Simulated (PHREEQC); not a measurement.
Make-up at 10 °C: 0.019 mol HF, 0.012 mol CsF, 0.087 mol H2SO4 and 0.085 mol H3PO4 per kg of water. Closed to the air; pH follows from the charge balance.

Model: ion-association model, wateq4f.dat, run in PHREEQC.

The ionic strength comes out as 0.143 mol/kgw. What activity coefficients do HF2-, SO4-2, H+, HSO4-, F- get?

HF2- 0.74, SO4-2 0.34, H+ 0.81, HSO4- 0.76, F- 0.74.

No solid was allowed to form. wateq4f.dat counts part of the HF as a dimer, H2F2, which phreeqc.dat doesn't know; its constant is uncertain. H3PO4, which wateq4f.dat lacks, is added to it with the constant of phreeqc.dat. Constants without temperature data keep their 25 °C values here.
